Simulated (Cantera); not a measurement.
Charge: 1 mol CH2F2, 0.35 mol HCl, 4.2 mol H2, at 3425 K and 10.0 Torr.

Equilibrium computed with Cantera from the NASA thermochemical tables; the gas is ideal and each condensed phase is pure. Candidate condensed phases: C, C6H6, C7H8, C8H18; 118 gas species. Kinetics and transport are ignored.

Task: What is the equilibrium state?

Result: 
| Quantity | Value |
|---|---|
| x(H) | 0.723 |
| x(HF) | 0.128 |
| x(F) | 0.0397 |
| x(C) | 0.0283 |
| x(H2) | 0.0283 |
| x(Cl) | 0.0280 |
| x(C3) | 0.0124 |
| x(C2) | 0.00630 |
| x(CF) | 0.00214 |
| gas amount | 11.79 mol |
| log10 activity of C(graphite) (absent) | -0.66 |
